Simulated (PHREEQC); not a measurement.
Consider water at 5 °C with 0.2 mol HCl and 0.0006 mol Li2SO4 per kg of water. Closed to the air; pH follows from the charge balance.

Model: ion-association model, phreeqc.dat, run in PHREEQC.

Task: The ionic strength comes out as 0.201 mol/kgw. What activity coefficients do Li+, H+, SO4-2, Cl-, HSO4- get?

Result: Li+ 0.76, H+ 0.80, SO4-2 0.30, Cl- 0.72, HSO4- 0.75.

This is a speciation only: nothing precipitates in the calculation. At this temperature some constants are extrapolated from 25 °C, and those without enthalpy data are left unchanged.
